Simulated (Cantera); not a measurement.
Mixture: 3.51 % CH₄, 14.6 % O₂, 81.8 % N₂, equivalence ratio 0.48, at 3750 Torr, adiabatic and at constant volume. Ignition delay is the time to a rise of 400 K.

Computed with Cantera and GRI-Mech 3.0 (53 species, 325 reactions).

Question: Predict: delay at 1225 K; delay at 1300 K; delay at 1375 K; delay at 1450 K; delay at 1525 K; delay at 1600 K; delay at 1675 K; apparent activation energy between 1525 and 1675 K.

Answer: 
```
Item                                                     Value
--------------------------------------------------  ----------
delay at 1225 K                                        7.10 ms
delay at 1300 K                                        2.85 ms
delay at 1375 K                                        1.22 ms
delay at 1450 K                                       0.557 ms
delay at 1525 K                                       0.269 ms
delay at 1600 K                                       0.139 ms
delay at 1675 K                                        76.4 µs
apparent activation energy between 1525 and 1675 K  180 kJ/mol
```
